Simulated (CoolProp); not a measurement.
The fluid at 298.15 K and 0.194 MPa is compressed adiabatically to 0.847 MPa with isentropic efficiency 0.9. The same conditions are run with several fluids, on thermodynamics alone (safety and materials aside).

The numbers come from the reference Helmholtz-energy equation of state of each fluid (R142b: Lemmon 2006; C2F6 (R116): Lemmon 2006; ethane: Bücker 2006; propane: Lemmon 2009; cyclopropane: Polt 1992) in CoolProp. The equations of Platzer and Polt are older, rougher fits.

```tsv
fluid	work (kJ/kg)	final temperature (K)	final density (kg/m³)
R142b	39.9	353.8	33.4
C2F6 (R116)	30.1	339.4	43.9
ethane	148	379.1	8.33
propane	94.9	357.5	13.7
cyclopropane	102	372.4	12.3
```
